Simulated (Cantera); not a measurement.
Cantera run:

```python
import numpy as np
import cantera as ct

gas_names = """
    H HO2 H2 H2O H2O2 Nb NbO NbO2 O OH O2 O3
""".split()
cond_names = """
    H2O(s) H2O(L) Nb(cr) Nb(L) NbO(s) NbO(L) NbO2(I) NbO2(II) NbO2(III) NbO2(L) Nb2O5(s) Nb2O5(L)
""".split()


def load(file, names, dense=False):
    # The tables refer to 1 bar. Condensed volumes are neglected.
    table = {s.name: s for s in ct.Species.list_from_file(file)}
    out = []
    for n in names:
        d = dict(table[n].input_data)
        d["thermo"] = dict(d["thermo"], **{"reference-pressure": 1e5})
        if dense:
            d["equation-of-state"] = {"model": "constant-volume", "density": "1e6 g/cm^3"}
        out.append(ct.Species.from_dict(d))
    return out


gas = ct.Solution(thermo="ideal-gas", species=load("nasa_gas.yaml", gas_names))
cond = {s.name: ct.Solution(thermo="fixed-stoichiometry", species=[s], name=s.name)
        for s in load("nasa_condensed.yaml", cond_names, dense=True)}
atoms = {
    'Nb2O5': {'Nb': 2, 'O': 5},
    'H2': {'H': 2},
}
top_T = {}  # K; cautious upper limits of use, not melting points


def equilibrate(T, P, feed):
    n = {}
    for name, mol in feed.items():
        for a, k in atoms[name].items():
            n[a] = n.get(a, 0.0) + k * mol
    gas.TPX = T, P, n
    mass = sum(n.values()) * gas.mean_molecular_weight
    gas.equilibrate("TP")
    valid = [c for c in cond.values() if c.min_temp <= T <= top_T.get(c.name, c.max_temp)]
    mix = ct.Mixture([(gas, mass / gas.mean_molecular_weight)] + [(c, 0.0) for c in valid])
    mix.T, mix.P = T, P
    mix.equilibrate("TP", solver="vcs", rtol=1e-11, max_steps=5000)
    return mix


results = []
P = 580  # Pa
for T in [1275, 1325, 1375, 1425, 1475, 1525, 1575, 1625, 1675]:
    for m in [140, 170, 210, 250, 300, 360, 440, 530, 640, 780, 940]:
        feed = {'Nb2O5': 1, 'H2': m}  # mol
        mix = equilibrate(T, P, feed)
        results.append((T, P, feed, dict(zip(mix.species_names, mix.species_moles))))

for T, P, feed, n in results:
    print(f"{T:7g} {feed['H2']:10.4g}  " + (" + ".join(c for c in cond_names if n.get(c, 0) > 1e-12) or "gas only"))
```

Output:

```
   1275        140  NbO2(III)
   1275        170  NbO2(III)
   1275        210  NbO2(III)
   1275        250  NbO2(III)
   1275        300  NbO2(III)
   1275        360  NbO2(III)
   1275        440  NbO2(III)
   1275        530  NbO2(III)
   1275        640  NbO2(III)
   1275        780  NbO2(III)
   1275        940  NbO2(III)
   1325        140  NbO2(III)
   1325        170  NbO2(III)
   1325        210  NbO2(III)
   1325        250  NbO2(III)
   1325        300  NbO2(III)
   1325        360  NbO2(III)
   1325        440  NbO2(III)
   1325        530  NbO2(III)
   1325        640  NbO2(III)
   1325        780  NbO2(III)
   1325        940  NbO2(III)
   1375        140  NbO2(III)
   1375        170  NbO2(III)
   1375        210  NbO2(III)
   1375        250  NbO2(III)
   1375        300  NbO2(III)
   1375        360  NbO2(III)
   1375        440  NbO2(III)
   1375        530  NbO2(III)
   1375        640  NbO2(III)
   1375        780  NbO2(III)
   1375        940  NbO2(III)
   1425        140  NbO2(III)
   1425        170  NbO2(III)
   1425        210  NbO2(III)
   1425        250  NbO2(III)
   1425        300  NbO2(III)
   1425        360  NbO2(III)
   1425        440  NbO2(III)
   1425        530  NbO2(III)
   1425        640  NbO2(III)
   1425        780  NbO2(III)
   1425        940  NbO2(III)
   1475        140  NbO2(III)
   1475        170  NbO2(III)
   1475        210  NbO2(III)
   1475        250  NbO2(III)
   1475        300  NbO2(III)
   1475        360  NbO2(III)
   1475        440  NbO2(III)
   1475        530  NbO2(III)
   1475        640  NbO2(III)
   1475        780  NbO2(III)
   1475        940  NbO(s) + NbO2(III)
   1525        140  NbO2(III)
   1525        170  NbO2(III)
   1525        210  NbO2(III)
   1525        250  NbO2(III)
   1525        300  NbO2(III)
   1525        360  NbO2(III)
   1525        440  NbO2(III)
   1525        530  NbO2(III)
   1525        640  NbO(s) + NbO2(III)
   1525        780  NbO(s) + NbO2(III)
   1525        940  NbO(s) + NbO2(III)
   1575        140  NbO2(III)
   1575        170  NbO2(III)
   1575        210  NbO2(III)
   1575        250  NbO2(III)
   1575        300  NbO2(III)
   1575        360  NbO2(III)
   1575        440  NbO2(III)
   1575        530  NbO(s) + NbO2(III)
   1575        640  NbO(s) + NbO2(III)
   1575        780  NbO(s) + NbO2(III)
   1575        940  NbO(s) + NbO2(III)
   1625        140  NbO2(III)
   1625        170  NbO2(III)
   1625        210  NbO2(III)
   1625        250  NbO2(III)
   1625        300  NbO2(III)
   1625        360  NbO(s) + NbO2(III)
   1625        440  NbO(s) + NbO2(III)
   1625        530  NbO(s) + NbO2(III)
   1625        640  NbO(s) + NbO2(III)
   1625        780  NbO(s) + NbO2(III)
   1625        940  NbO(s) + NbO2(III)
   1675        140  NbO2(III)
   1675        170  NbO2(III)
   1675        210  NbO2(III)
   1675        250  NbO2(III)
   1675        300  NbO(s) + NbO2(III)
   1675        360  NbO(s) + NbO2(III)
   1675        440  NbO(s) + NbO2(III)
   1675        530  NbO(s) + NbO2(III)
   1675        640  NbO(s) + NbO2(III)
   1675        780  NbO(s) + NbO2(III)
   1675        940  NbO(s)
```

Equilibrium computed with Cantera from the NASA thermochemical tables; the gas is ideal and each condensed phase is pure. Mutual solubility and eutectic melting of coexisting phases are not modelled. NbO: taken at fixed stoichiometry. Condensed phases not in the tables: the oxides between NbO2 and Nb2O5.
